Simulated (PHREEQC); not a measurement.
A solution holds 170 mmol/kgw HF, 4.7 mmol/kgw H3PO4 and 110 mmol/kgw HNO3, at 25 °C. Closed to the air; pH follows from the charge balance.

All values are PHREEQC results (ion-association model, phreeqc.dat), not measurements.

```
Quantity                      Value
--------------------  -------------
pH                             1.03
ionic strength        0.113 mol/kgw
activity of water             0.993
specific conductance    39200 µS/cm
density                 1.002 g/cm³
total alkalinity        -285 meq/kg
```

| species | molality | activity | log γ |
|---|---|---|---|
| HF | 0.166 | 0.171 | 0.011 |
| H+ | 0.113 | 0.0928 | -0.086 |
| NO3- | 0.110 | 0.0818 | -0.129 |
| H3PO4 | 0.00429 | 0.00440 | 0.011 |
| F- | 0.00163 | 0.00123 | -0.124 |
| HF2- | 0.00104 | 0.000803 | -0.111 |
| H2PO4- | 0.000413 | 0.000322 | -0.107 |

This is a speciation only: nothing precipitates in the calculation.
